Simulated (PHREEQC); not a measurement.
Dissolve 0.12 mol Na3PO4 per kg of water at 36 °C. Closed to the air; pH follows from the charge balance.

Model: ion-association model, phreeqc.dat, run in PHREEQC.

This is a speciation only: nothing precipitates in the calculation.

Q: Estimate the pH, activity of water.

A: pH 11.81; activity of water 0.991.

Q: In which forms is P present?

A: PO4-3 80 %, HPO4-2 17 %, NaHPO4- 2.4 % of the P.

Complexes and solids missing from the database can't appear. Constants without temperature data keep their 25 °C values here.
